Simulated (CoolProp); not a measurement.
Model: reference Helmholtz-energy equation of state, Leachman 2009, in CoolProp.

Problem. Give the vapour pressure (kPa), surface tension (mN/m), vapour viscosity (µPa s) of saturated normal hydrogen at -248.95, -246.25 °C.

Solution. 
```tsv
T (°C)	p (kPa)	surface tension (mN/m)	vapour viscosity (µPa s)
-248.95	270	1.26	1.22
-246.25	469	0.816	1.41
```

Viscosity comes from a separate model (Muzny 2013). Surface tension comes from a separate correlation (Mulero 2012).
